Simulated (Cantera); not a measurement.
Input: 1 mol SiH2Cl2, 3.7 mol NH3, 15 mol N2, equilibrated at 1425 °C and 2.30 mbar.

Method: chemical equilibrium by Gibbs-energy minimisation in Cantera with the NASA 1993 tables (ideal gas, pure condensed phases). Candidate condensed phases: NH4Cl, Si, Si3N4; 28 gas species. The tables' values for SiCl, SiCl3 are old estimates; treat these amounts as uncertain. Equilibrium is a limit: real reactors are often held back by kinetics, nucleation or transport.

Base state: N2 0.686, H2 0.251, HCl 0.0394, SiCl2 0.0215, H 0.00151, Si 0.000277, Cl 0.000184, SiCl 0.000171 (mole fractions); condensed: Si3N4(s).

**Question.** What changes in the equilibrium state with this change: NH3 from 3.7 to 18 mol?

**Answer.** 
```csv
species,before,after
H2,0.251,0.513
N2,0.686,0.452
HCl,0.0394,0.0272
SiCl2,0.0215,0.00517
SiCl3,6.59e-5,7.64e-6
Cl,0.000184,8.89e-5
SiCl,0.000171,8.53e-5
"Si3N4(s), mol",0.156,0
"Si(l), mol",0,0.703
```
The tables' values for SiCl are old estimates; treat these amounts as uncertain.
